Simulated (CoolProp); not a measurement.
Vapour-liquid equilibrium of CH2F2 (R32) (1) + R134a (2) at -41.95 °C; x and y are mole fractions of (1).

The numbers come from the multi-fluid Helmholtz-energy mixture model, Tillner-Roth 1997 and Tillner-Roth 1994; pair parameters Lemmon 2004 in CoolProp.

Question: Give the bubble pressure and the first vapour's composition at x = 0.5, 0.65, 0.95. Is there an azeotrope?

Answer: x = 0.5: 105.0 kPa, y = 0.768; x = 0.65: 122.0 kPa, y = 0.857; x = 0.95: 156.4 kPa, y = 0.983. No azeotrope shows between x = 0.05 and 0.95.

Pair parameters are fitted to limited data, so mixtures are less certain than the pure fluids.
